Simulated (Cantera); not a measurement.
**C + NH₃ (carbon deposition, reforming and gasification)**

A closed system holds: 1 mol C, a varied amount of NH₃, equilibrated at 2923.15 K and 26.0 Pa.

Method: chemical equilibrium by Gibbs-energy minimisation in Cantera with the NASA 1993 tables (ideal gas, pure condensed phases). Candidate condensed phases: C, C₆H₆, C₇H₈, C₈H₁₈; 92 gas species. The numbers say what is thermodynamically allowed, not how fast it happens.

| n(NH₃) (mol) | x H | x C₃ | x C | x N₂ | x C₂ | x CN | x C₅ | x H₂ | n C(graphite) |
|---|---|---|---|---|---|---|---|---|---|
| 0.012 | 0.269 | 0.517 | 0.0920 | 0.0333 | 0.0517 | 0.0234 | 0.00745 | 0.00122 | 0.761 |
| 0.018 | 0.269 | 0.517 | 0.0920 | 0.0333 | 0.0517 | 0.0234 | 0.00745 | 0.00122 | 0.642 |
| 0.026 | 0.269 | 0.517 | 0.0920 | 0.0333 | 0.0517 | 0.0234 | 0.00745 | 0.00122 | 0.483 |
| 0.037 | 0.269 | 0.517 | 0.0920 | 0.0333 | 0.0517 | 0.0234 | 0.00745 | 0.00122 | 0.265 |
| 0.054 | 0.281 | 0.504 | 0.0912 | 0.0352 | 0.0509 | 0.0239 | 0.00714 | 0.00134 | 0 |
| 0.078 | 0.351 | 0.431 | 0.0866 | 0.0459 | 0.0458 | 0.0259 | 0.00551 | 0.00209 | 0 |
| 0.11 | 0.419 | 0.361 | 0.0816 | 0.0569 | 0.0407 | 0.0272 | 0.00409 | 0.00298 | 0 |
| 0.16 | 0.493 | 0.286 | 0.0756 | 0.0691 | 0.0349 | 0.0277 | 0.00278 | 0.00412 | 0 |
| 0.24 | 0.567 | 0.213 | 0.0685 | 0.0819 | 0.0286 | 0.0274 | 0.00170 | 0.00544 | 0 |
x: gas mole fraction; n: condensed amount in mol.

From 0.012 mol NH₃ to 0.037 mol NH₃ the condensed part is C(graphite). From 0.054 mol NH₃ to 0.24 mol NH₃ nothing is condensed. The main C-bearing gas is C₃ throughout.
